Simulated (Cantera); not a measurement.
A closed system holds: 1 mol borazine, 6.8 mol O₂, 1.8 mol H₂, held at 1677 °C and 15.0 mbar.

These are equilibrium values from Cantera (NASA tables, ideal gas, pure condensed phases), not measurements of a reactor. Candidate condensed phases: B, BN, B₂O₃, B₃O₃H₃, H₂O; 39 gas species. The feed counts by its element totals alone. Equilibrium is a limit: real reactors are often held back by kinetics, nucleation or transport.

Base state: H₂O 0.346, HBO₂ 0.256, O₂ 0.209, N₂ 0.148, B₂O₃ 0.0182, OH 0.00846, BO₂ 0.00756, NO 0.00288 (mole fractions); condensed: gas only.

Q: What changes in the equilibrium state with this change: pressure from 15.0 mbar to 1.00 bar?

A: 
```csv
species,before,after
H₂O,0.346,0.350
HBO₂,0.256,0.260
O₂,0.209,0.213
OH,0.00846,0.00299
BO₂,0.00756,0.00269
B₂O₃,0.0182,0.0187
N₂,0.148,0.149
(HBO₂)₃,5.94e-8,0.000278
H,0.000326,1.40e-5
BO,1.70e-5,7.36e-7
```
